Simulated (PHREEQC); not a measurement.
# Acid rinse or clean: an equilibrium model

Dissolve 0.078 mol/kgw HF, 0.0075 mol/kgw CuSO4 and 3.8e-05 mol/kgw MnSO4 at 61 °C. Closed to the air; pH follows from the charge balance.

The numbers come from PHREEQC with the ion-association model, phreeqc.dat.

No solid was allowed to form.

What pH, ionic strength does the model give?

pH 2.32; ionic strength 0.0264 mol/kgw.

In which forms is S present?

SO4-2 48 %, HSO4- 33 %, CuSO4 19 % of the S.

Complexes and solids missing from the database can't appear. Away from 25 °C the constants follow the database's enthalpies or fits; those with neither stay at their 25 °C values.
